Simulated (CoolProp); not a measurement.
Vapour-liquid equilibrium of R152A (1) + isobutane (2) at 0.13 MPa; x and y are mole fractions of (1).

Values from CoolProp's multi-fluid Helmholtz-energy mixture model, Outcalt 1996 and Bücker 2006; pair parameters Bell 2016.

Question: Give the bubble temperature and the first vapour's composition at x = 0.35, 0.875, 0.95. Is there an azeotrope?

Answer: x = 0.35: -21.2 °C, y = 0.589; x = 0.875: -21.8 °C, y = 0.782; x = 0.95: -20.2 °C, y = 0.881. y crosses x between x = 0.65 and 0.725: the model has an azeotrope there.

Pair parameters are fitted to limited data, so mixtures are less certain than the pure fluids.
